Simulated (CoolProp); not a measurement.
Values from CoolProp's reference Helmholtz-energy equation of state, Lemmon 2006. It is a short technical equation, of lower accuracy than the large ones.

For R141b, give the phase and the Z, speed of sound (m/s), Joule-Thomson coefficient (K/MPa), isothermal compressibility (1/MPa) at 137.35 °C and 4.31 MPa.


- 137.35 °C and 4.31 MPa: liquid; Z 0.149, speed of sound 457, Joule-Thomson coefficient 0.128, isothermal compressibility 0.00727
